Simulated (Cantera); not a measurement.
Input (Python, Cantera):

```python
import numpy as np
import cantera as ct

surf = ct.Interface("ptcombust.yaml", "Pt_surf")
gas = surf.adjacent["gas"]
gas.TPX = 700, 100000, {'CO': 0.0043, 'O2': 0.014, 'N2': 0.79, 'H2O': 0.081}
surf.TP = 700, 100000
reactor = ct.FlowReactor(gas, clone=False)
reactor.area = 0.0001  # m2
reactor.surface_area_to_volume_ratio = 1500  # 1/m
reactor.mass_flow_rate = 0.14 * reactor.area * gas.density  # inlet velocity 0.14 m/s
reactor.energy_enabled = False
wall = ct.ReactorSurface(surf, reactor, clone=False)
net = ct.ReactorNet([reactor])
net.rtol, net.atol = 1e-8, 1e-16
show, cover = ['CO', 'O2', 'H2O', 'CO2'], ['PT(S)', 'H(S)', 'O(S)', 'OH(S)', 'CO(S)', 'C(S)']

rows = []
print(f"{'z/m':>9s}{'u/(m/s)':>9s}" + "".join(f"{s:>13s}" for s in show + cover))
for z in [8e-05, 0.00015, 0.0003, 0.00057, 0.0011, 0.0021, 0.0041, 0.008]:
    net.advance(z)
    rows.append([reactor.speed, *gas[show].X, *surf[cover].coverages])
    print(f"{z:9.4g}{rows[-1][0]:9.3g}" + "".join(f"{x:13.4e}" for x in rows[-1][1:]))
```

It prints:

```
      z/m  u/(m/s)           CO           O2          H2O          CO2        PT(S)         H(S)         O(S)        OH(S)        CO(S)         C(S)
    8e-05     0.14   3.4048e-03   1.5037e-02   9.1148e-02   1.4339e-03   8.7511e-02   2.6655e-07   9.8638e-03   1.7322e-03   9.0081e-01   1.9524e-12
  0.00015     0.14   7.4457e-04   1.3725e-02   9.1270e-02   4.1006e-03   5.2731e-02   1.2840e-08   9.3121e-01   1.3074e-02   2.9301e-03   4.0534e-17
   0.0003     0.14   4.4568e-04   1.3577e-02   9.1283e-02   4.4002e-03   2.6510e-02   4.4998e-09   9.6360e-01   9.4302e-03   4.2883e-04   2.8822e-18
  0.00057     0.14   2.6812e-04   1.3490e-02   9.1291e-02   4.5782e-03   2.2381e-02   3.4815e-09   9.6873e-01   8.6881e-03   1.8293e-04   1.0325e-18
   0.0011     0.14   1.2426e-04   1.3419e-02   9.1298e-02   4.7224e-03   2.0209e-02   2.9832e-09   9.7143e-01   8.2677e-03   6.8939e-05   3.5036e-19
   0.0021     0.14   3.5596e-05   1.3375e-02   9.1302e-02   4.8113e-03   1.9162e-02   2.7526e-09   9.7274e-01   8.0563e-03   1.7732e-05   8.5336e-20
   0.0041     0.14   3.4211e-06   1.3359e-02   9.1303e-02   4.8436e-03   1.8823e-02   2.6792e-09   9.7317e-01   7.9864e-03   1.6437e-06   7.7668e-21
    0.008     0.14   3.7891e-08   1.3357e-02   9.1304e-02   4.8469e-03   1.8788e-02   2.6718e-09   9.7321e-01   7.9793e-03   1.8137e-08   8.5541e-23
```

Detailed kinetics in Cantera: Deutschmann's 1995 Pt surface mechanism with GRI-Mech 3.0 gas chemistry. Catalytic surfaces can have several steady states; this one follows from the mechanism file's or the stated starting coverage. Mass transfer to the wall is taken as infinitely fast.
